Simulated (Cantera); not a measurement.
Stirred combustor or abatement burner

A perfectly stirred reactor is fed with 37.1 % H2, 13.2 % O2, 49.7 % N2, equivalence ratio 1.4, at 263 Torr; it is adiabatic with a 750 K inlet, and is followed from long to short residence time, starting on the burning branch (τ in s: 0.41, 0.11, 0.027, 0.0071, 0.0018, 0.00048, 0.00012, 3.2e-05, 8.3e-06).

Computed with Cantera and GRI-Mech 3.0 (53 species, 325 reactions).

```json
[
 {"τ (s)": "0.41", "T (K)": "2510", "x H2": "0.120", "x O2": "0.000723", "x NO": "0.00113", "x OH": "0.00819", "x H2O2": "3.34e-8", "x H2O": "0.289", "x H": "0.0162"},
 {"τ (s)": "0.11", "T (K)": "2500", "x H2": "0.120", "x O2": "0.000820", "x NO": "0.00108", "x OH": "0.00861", "x H2O2": "3.51e-8", "x H2O": "0.288", "x H": "0.0173"},
 {"τ (s)": "0.027", "T (K)": "2459", "x H2": "0.119", "x O2": "0.00121", "x NO": "0.000878", "x OH": "0.0101", "x H2O2": "4.06e-8", "x H2O": "0.285", "x H": "0.0213"},
 {"τ (s)": "0.0071", "T (K)": "2351", "x H2": "0.117", "x O2": "0.00244", "x NO": "0.000426", "x OH": "0.0129", "x H2O2": "5.38e-8", "x H2O": "0.276", "x H": "0.0318"},
 {"τ (s)": "0.0018", "T (K)": "2142", "x H2": "0.114", "x O2": "0.00519", "x NO": "0.000111", "x OH": "0.0154", "x H2O2": "1.01e-7", "x H2O": "0.261", "x H": "0.0526"},
 {"τ (s)": "0.00048", "T (K)": "1877", "x H2": "0.108", "x O2": "0.00918", "x NO": "4.21e-5", "x OH": "0.0145", "x H2O2": "2.75e-7", "x H2O": "0.244", "x H": "0.0804"},
 {"τ (s)": "0.00012", "T (K)": "1582", "x H2": "0.104", "x O2": "0.0158", "x NO": "1.52e-5", "x OH": "0.0103", "x H2O2": "8.30e-7", "x H2O": "0.226", "x H": "0.111"},
 {"τ (s)": "3.2e-5", "T (K)": "1274", "x H2": "0.160", "x O2": "0.0450", "x NO": "2.27e-6", "x OH": "0.00481", "x H2O2": "1.26e-6", "x H2O": "0.169", "x H": "0.101"},
 {"τ (s)": "8.3e-6", "T (K)": "750", "x H2": "0.371", "x O2": "0.132", "x NO": "<1e-12", "x OH": "<1e-12", "x H2O2": "<1e-12", "x H2O": "<1e-12", "x H": "<1e-12"}
]
```
x: mole fraction; the columns are a selection and need not sum to one.
